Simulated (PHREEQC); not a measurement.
Make-up at 20 °C: 0.0018 mol Cu(BF4)2 per kg of water. Closed to the air; pH follows from the charge balance.

The numbers come from PHREEQC with the ion-association model, phreeqc.dat.

This is a speciation only: nothing precipitates in the calculation.

Task: Order these B species by the share of B that they hold, largest first: BF4-, BF2(OH)2-, H3BO3, BF3OH-.

Result: BF4- (61 %), H3BO3 (27 %), BF3OH- (8.3 %), BF2(OH)2- (3.9 %)

Task: Order these F species by the share of F that they hold, largest first: HF, BF4-, BF3OH-, F-, BF2(OH)2-.

Result: BF4- (61 %), HF (17 %), F- (14 %), BF3OH- (6.2 %), BF2(OH)2- (1.9 %)

The pH is 3.01 and the ionic strength 0.00637 mol/kgw. Species that the database lacks are ignored. Real BF4- forms and hydrolyses slowly; the run takes it at equilibrium.
